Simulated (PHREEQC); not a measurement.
A solution holds 190 mmol/kgw H2SO4, 0.057 mmol/kgw Li2SO4 and 12 mmol/kgw Na2SO4, at 25 °C. Closed to the air; pH follows from the charge balance.

Computed with PHREEQC (ion-association model, phreeqc.dat).

Precipitation was switched off in this run.

Task: Order these S species by the share of S that they hold, largest first: SO4-2, HSO4-, NaSO4-.

Result: HSO4- (85 %), SO4-2 (15 %), NaSO4- (0.46 %)

The pH is 0.78 and the ionic strength 0.262 mol/kgw.
